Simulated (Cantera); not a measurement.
Input (Python, Cantera):

```python
import numpy as np
import cantera as ct

gas = ct.Solution("SiF4_NH3_mec.yaml", "gas")
gas.TPX = 2175, 100000, {'NH3': 1, 'H2': 0.65}
reactor = ct.IdealGasConstPressureReactor(gas, energy="off", clone=False)
net = ct.ReactorNet([reactor])
net.rtol, net.atol = 1e-08, 1e-18
show = ['NH3', 'H2', 'NH', 'N2', 'N2H2', 'H', 'N2H4']
times = np.geomspace(3e-05, 300, 15)

steps = ct.SolutionArray(gas, extra=["t"])
rows = []
print(f"{'t/s':>10s}{'T/K':>9s}{'P/Pa':>11s}" + "".join(f"{s:>11s}" for s in show))
for t in times:
    while net.time < t:
        t_next = net.step()
        steps.append(gas.state, t=t_next)
    rows.append([np.interp(t, steps.t, y) for y in (steps.T, steps.P, *steps(*show).X.T)])
    print(f"{t:10.3e}{rows[-1][0]:9.1f}{rows[-1][1]:11.4g}" + "".join(f"{x:11.3e}" for x in rows[-1][2:]))
rate = np.gradient(steps.T, steps.t)
print("integrator steps:", len(steps.t))
if steps.T.max() > steps.T[0] + 200:
    print(f"time of steepest temperature rise: {steps.t[rate.argmax()]:.4e} s")
gas.TPX = 2175, 100000, {'NH3': 1, 'H2': 0.65}
gas.equilibrate("TP")
print(f"equilibrium (TP): T = {gas.T:.1f} K  " + "  ".join(f"{s} {gas[s].X[0]:.3e}" for s in show))
```

Result:

```
       t/s      T/K       P/Pa        NH3         H2         NH         N2       N2H2          H       N2H4
 3.000e-05   2175.0      1e+05  6.034e-01  3.946e-01  2.650e-05  1.563e-04  4.552e-06  3.202e-04  2.806e-07
 9.487e-05   2175.0      1e+05  5.962e-01  3.992e-01  4.280e-05  2.184e-03  8.665e-06  4.204e-04  4.614e-07
 3.000e-04   2175.0      1e+05  5.736e-01  4.148e-01  4.263e-05  9.237e-03  8.215e-06  4.421e-04  4.379e-07
 9.487e-04   2175.0      1e+05  5.095e-01  4.589e-01  4.165e-05  2.926e-02  6.929e-06  5.060e-04  3.704e-07
 3.000e-03   2175.0      1e+05  3.606e-01  5.615e-01  3.830e-05  7.576e-02  4.349e-06  6.875e-04  2.297e-07
 9.487e-03   2175.0      1e+05  1.431e-01  7.113e-01  2.901e-05  1.437e-01  1.405e-06  1.167e-03  6.520e-08
 3.000e-02   2175.0      1e+05  1.344e-02  7.995e-01  1.237e-05  1.842e-01  9.148e-08  2.738e-03  2.509e-09
 9.487e-02   2175.0      1e+05  5.255e-04  8.070e-01  1.233e-06  1.881e-01  5.054e-10  4.390e-03  9.673e-12
 3.000e-01   2175.0      1e+05  1.094e-04  8.072e-01  2.596e-07  1.882e-01  2.338e-11  4.414e-03  4.236e-13
 9.487e-01   2175.0      1e+05  3.137e-05  8.073e-01  7.447e-08  1.883e-01  3.032e-12  4.415e-03  3.484e-14
 3.000e+00   2175.0      1e+05  1.034e-05  8.073e-01  2.456e-08  1.883e-01  1.406e-12  4.415e-03  3.792e-15
 9.487e+00   2175.0      1e+05  5.234e-06  8.073e-01  1.243e-08  1.883e-01  1.259e-12  4.415e-03  9.743e-16
 3.000e+01   2175.0      1e+05  4.840e-06  8.073e-01  1.149e-08  1.883e-01  1.251e-12  4.415e-03  8.337e-16
 9.487e+01   2175.0      1e+05  4.840e-06  8.073e-01  1.149e-08  1.883e-01  1.251e-12  4.415e-03  8.336e-16
 3.000e+02   2175.0      1e+05  4.840e-06  8.073e-01  1.149e-08  1.883e-01  1.251e-12  4.415e-03  8.336e-16
integrator steps: 1620
equilibrium (TP): T = 2175.0 K  NH3 4.840e-06  H2 8.073e-01  NH 1.149e-08  N2 1.883e-01  N2H2 1.251e-12  H 4.415e-03  N2H4 8.336e-16
```

Cantera simulation using the gas-phase N/H chemistry of the illustrative SiF4/NH3 mechanism in the Surface Chemkin manual (1991); the numbers are that mechanism's predictions, not measurements. Walls and surfaces, which speed up NH3 decomposition in real reactors, are not modelled.
